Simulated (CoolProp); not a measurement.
R1234ze(E) along the isobar 28.1 bar: Z from the reference equation and from simpler models built on Tc = 109.4 °C, pc = 36.35 bar, ω = 0.313; each cubic takes its own stable root.

Computed with CoolProp (reference Helmholtz-energy equation of state, Thol 2016).

```json
[
 {"T (°C)": "-6.85", "phase": "liquid", "reference": "0.1141", "van der Waals": "0.1894", "Redlich-Kwong": "0.1316", "Soave-Redlich-Kwong": "0.1259", "Peng-Robinson": "0.1114"},
 {"T (°C)": "8.55", "phase": "liquid", "reference": "0.1117", "van der Waals": "0.1851", "Redlich-Kwong": "0.1297", "Soave-Redlich-Kwong": "0.1236", "Peng-Robinson": "0.1093"},
 {"T (°C)": "23.85", "phase": "liquid", "reference": "0.1101", "van der Waals": "0.1824", "Redlich-Kwong": "0.1290", "Soave-Redlich-Kwong": "0.1225", "Peng-Robinson": "0.1083"},
 {"T (°C)": "39.25", "phase": "liquid", "reference": "0.1094", "van der Waals": "0.1813", "Redlich-Kwong": "0.1297", "Soave-Redlich-Kwong": "0.1229", "Peng-Robinson": "0.1085"},
 {"T (°C)": "54.65", "phase": "liquid", "reference": "0.1098", "van der Waals": "0.1826", "Redlich-Kwong": "0.1324", "Soave-Redlich-Kwong": "___", "Peng-Robinson": "___"},
 {"T (°C)": "70.05", "phase": "liquid", "reference": "0.1119", "van der Waals": "0.1877", "Redlich-Kwong": "0.1382", "Soave-Redlich-Kwong": "0.1304", "Peng-Robinson": "0.1153"},
 {"T (°C)": "85.35", "phase": "liquid", "reference": "0.1174", "van der Waals": "___", "Redlich-Kwong": "___", "Soave-Redlich-Kwong": "0.1419", "Peng-Robinson": "0.1259"},
 {"T (°C)": "100.75", "phase": "gas", "reference": "0.5814", "van der Waals": "___", "Redlich-Kwong": "0.6120", "Soave-Redlich-Kwong": "0.6007", "Peng-Robinson": "0.5743"},
 {"T (°C)": "116.15", "phase": "gas", "reference": "___", "van der Waals": "0.7114", "Redlich-Kwong": "0.6851", "Soave-Redlich-Kwong": "0.6906", "Peng-Robinson": "0.6655"},
 {"T (°C)": "131.45", "phase": "gas", "reference": "0.7392", "van der Waals": "0.7501", "Redlich-Kwong": "0.7343", "Soave-Redlich-Kwong": "0.7479", "Peng-Robinson": "0.7237"},
 {"T (°C)": "146.85", "phase": "gas", "reference": "0.7820", "van der Waals": "0.7805", "Redlich-Kwong": "0.7717", "Soave-Redlich-Kwong": "0.7905", "Peng-Robinson": "0.7672"}
]
```

**Question.** Complete the blanks.

**Answer.** 
- 54.65, Soave-Redlich-Kwong: 0.1251
- 54.65, Peng-Robinson: 0.1105
- 85.35, van der Waals: 0.2031
- 85.35, Redlich-Kwong: 0.1511
- 100.75, van der Waals: 0.6581
- 116.15, reference: 0.6798
